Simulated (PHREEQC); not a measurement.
Dissolve 0.0098 mol/kgw CdI2, 4.1e-05 mol/kgw MgCl2 and 3.8e-05 mol/kgw ZnI2 at 25 °C. Closed to the air; pH follows from the charge balance.

The numbers come from PHREEQC with the ion-association model, wateq4f.dat.

```
Property                 Value
--------------  --------------
pH                        6.29
ionic strength  0.0171 mol/kgw
```

| species | molality | activity | log γ |
|---|---|---|---|
| I- | 0.0128 | 0.0113 | -0.056 |
| CdI+ | 0.00445 | 0.00391 | -0.056 |
| Cd+2 | 0.00413 | 0.00246 | -0.225 |
| CdI2 | 0.00121 | 0.00121 | 0.002 |
| Cl- | 6.64e-5 | 5.82e-5 | -0.058 |
| Mg+2 | 4.10e-5 | 2.52e-5 | -0.212 |
| Zn+2 | 3.79e-5 | 2.33e-5 | -0.212 |
| CdCl+ | 1.55e-5 | 1.36e-5 | -0.056 |
| H+ | 5.67e-7 | 5.08e-7 | -0.048 |

No solid was allowed to form.
